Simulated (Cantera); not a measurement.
Feed: 1 mol Si2H6, 0.62 mol HCl, 3.3 mol N2, at 54.0 Torr.

Equilibrium computed with Cantera from the NASA thermochemical tables; the gas is ideal and each condensed phase is pure. Candidate condensed phases: NH4Cl, Si, Si3N4; 28 gas species. The feed counts by its element totals alone. N2 is the only nitrogen source here; it is nearly inert below about 1500 K, so the nitride shown seldom forms there in practice. The tables' values for SiCl3 are old estimates; treat these amounts as uncertain. Equilibrium is a limit: real reactors are often held back by kinetics, nucleation or transport. All values below are at 1448 K.

Base state: H2 0.538, N2 0.352, HCl 0.109, SiCl2 0.000514, SiCl3 7.25e-5, SiCl4 3.76e-5, H 2.52e-5, SiHCl3 1.58e-5 (mole fractions); condensed: Si3N4(s).

### Question
What changes in the equilibrium state with this change: Si2H6 replaced by SiH4?

### Answer
```
species          before     after
-------------  --------  --------
N2                0.352     0.502
H2                0.538     0.382
HCl               0.109     0.116
SiCl2          0.000514  0.000641
SiCl4           3.76e-5   7.43e-5
SiCl3           7.25e-5  0.000114
SiHCl3          1.58e-5   2.09e-5
H               2.52e-5   2.12e-5
Si3N4(s), mol     0.665     0.332
```
